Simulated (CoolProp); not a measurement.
Values from CoolProp's reference Helmholtz-energy equation of state, Akasaka 2024.

Task: For R1132(E), give the phase and the cv (kJ/(kg K)), fugacity coefficient at 369.5 K and 0.812 MPa; 369.5 K and 2.44 MPa; 369.5 K and 6.09 MPa.

Result: 
- 369.5 K and 0.812 MPa: gas; cv 0.945, fugacity coefficient 0.956
- 369.5 K and 2.44 MPa: gas; cv 0.980, fugacity coefficient 0.869
- 369.5 K and 6.09 MPa: supercritical; cv 1.12, fugacity coefficient 0.680
